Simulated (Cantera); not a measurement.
Standard-state values (1 bar) from the NASA 1993 polynomials, evaluated with Cantera. Values are per mole of reaction as written; species without (g) are pure solids or liquids, kept so even where they would boil at 1 bar.

Q: Between 1423 and 1498 K, where is each reaction favourable under standard conditions?
- MgI₂ + 2 H(g) = 2 HI(g) + Mg

A: 
- MgI₂ + 2 H(g) = 2 HI(g) + Mg: ΔG° is -88 kJ at 1423 K and -89 kJ at 1498 K; it stays negative (K > 1). ΔH° is -82 kJ and ΔS° 5 J/K at 1498 K.
